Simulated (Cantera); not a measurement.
Charge: 1 mol Al₂O₃, 2.6 mol N₂, equilibrated at 1125 K and 100000 Pa.

These are equilibrium values from Cantera (NASA tables, ideal gas, pure condensed phases), not measurements of a reactor. Candidate condensed phases: Al, AlN, Al₂O₃; 16 gas species. The numbers say what is thermodynamically allowed, not how fast it happens.

Problem. What is the equilibrium state?

Solution. 
| Quantity | Result |
|---|---|
| x(N₂) | 1.00 |
| n(Al₂O₃(s)) | 1.00 mol |
| gas amount | 2.600 mol |
| log10 activity of Al(l) (absent) | -9.15 |
